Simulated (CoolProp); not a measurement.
Vapour-liquid equilibrium of ethane (1) + n-butane (2) at 1.16 bar; x and y are mole fractions of (1).

The numbers come from the multi-fluid Helmholtz-energy mixture model, Bücker 2006 and Bücker 2006; pair parameters Kunz 2012 in CoolProp.

Question: Give the bubble temperature and the first vapour's composition at x = 0.35, 0.8, 0.95. Is there an azeotrope?

Answer: x = 0.35: 209.4 K, y = 0.977; x = 0.8: 191.4 K, y = 0.998; x = 0.95: 188.1 K, y = 1.000. No azeotrope shows between x = 0.05 and 0.95.

The pair parameters rest on a limited set of measurements; away from them the model extrapolates. The gap from Raoult's law changes sign with composition, which may be real or a fault of the pair parameters; it wasn't checked against measurements.
